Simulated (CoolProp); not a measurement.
Properties of decamethylcyclopentasiloxane (D5) along the isobar 7.3 bar (Tc = 345.1 °C, pc = 10.78 bar, ω = 0.631).

Model: reference Helmholtz-energy equation of state, Thol 2019, in CoolProp.

```csv
T (°C),phase,expansivity (1/kK),fugacity coefficient
103.15,liquid,1.231,0.004357
120.55,liquid,1.276,0.009226
137.95,liquid,1.331,0.01785
155.35,liquid,1.397,0.03199
172.75,liquid,1.478,0.05362
190.25,liquid,1.580,0.08503
207.65,liquid,1.708,0.1278
225.05,liquid,1.874,0.1838
242.45,liquid,2.099,0.2541
259.85,liquid,2.420,0.3391
277.25,liquid,2.918,0.4384
294.65,liquid,3.807,0.5504
312.05,liquid,5.935,0.6720
329.45,gas,8.222,0.7390
346.85,gas,5.720,0.7677
```
